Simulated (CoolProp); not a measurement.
Vapour-liquid equilibrium of R143a (1) + isobutane (2) at 268.5 K; x and y are mole fractions of (1).

Values from CoolProp's multi-fluid Helmholtz-energy mixture model, Lemmon and Jacobsen 2000 and Bücker 2006; pair parameters Bell 2016.

```tsv
x	bubble pressure (MPa)	y at the bubble point	dew pressure at overall composition x (MPa)	liquid density (mol/L)
0.05	0.2060	0.368	0.1395	10.14
0.2	0.3430	0.647	0.1647	10.35
0.35	0.4113	0.728	0.2006	10.58
0.5	0.4518	0.774	0.2553	10.86
0.65	0.4828	0.817	0.3449	11.20
0.8	0.5101	0.871	0.4716	11.63
0.95	0.5312	0.958	0.5301	12.16
```

No azeotrope shows between x = 0.05 and 0.95.

Pair parameters are fitted to limited data, so mixtures are less certain than the pure fluids. With so large a gap from Raoult's law the liquid may split in two, which this calculation doesn't test in full.
